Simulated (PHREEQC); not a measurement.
Solution (34 °C): 0.027 mol ZnSO4, 0.0031 mol KCl and 0.00019 mol FeSO4 per kg of water. Closed to the air; pH follows from the charge balance.

Model: ion-association model, phreeqc.dat, run in PHREEQC.

No solid was allowed to form.

Task: Order these S species by the share of S that they hold, largest first: FeSO4, Zn(SO4)2-2, KSO4-, ZnSO4, SO4-2.

Result: SO4-2 (54 %), ZnSO4 (37 %), Zn(SO4)2-2 (8.5 %), KSO4- (0.53 %), FeSO4 (0.25 %)

The pH is 5.53 and the ionic strength 0.0663 mol/kgw.
